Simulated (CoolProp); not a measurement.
A simple Rankine cycle with p-xylene: condensing at 323.15 K, boiler at 1.57 MPa, turbine inlet 619 K, turbine efficiency 0.85, pump efficiency 0.7, no recuperator. Each further row changes one setting.

The numbers come from the reference Helmholtz-energy equation of state, Zhou 2012 in CoolProp.

```csv
case,thermal efficiency (%),net work (kJ/kg),heat in (kJ/kg),turbine exit temperature (K),volume ratio over the turbine
as stated,23.1,205,886,505.4,361
condensing temperature 315.15 K,24.1,217,900,498.9,527
boiler pressure 1.1 MPa,22.0,197,897,514.9,240
turbine efficiency 0.75,20.3,180,886,518.0,370
```
